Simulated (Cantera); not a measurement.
An isothermal, constant-pressure homogeneous reactor starts with CH4 : H2O : H2 = 1 : 4.7 : 0.31 (molar parts), at 1500 K and 1.10 bar.

Computed with Cantera and GRI-Mech 3.0 (53 species, 325 reactions).

One state of this run: x CH4 = 0.165; x H2O = 0.782; x H2 = 0.0529; x H = 2.00e-6; x C2H2 = 5.60e-5. x: mole fraction; the columns are a selection and need not sum to one.

Task: Which value of t (s) does it belong to?
A. 0.00162
B. 0.262
C. 2.00
D. 0.00447

Result: D, 0.00447
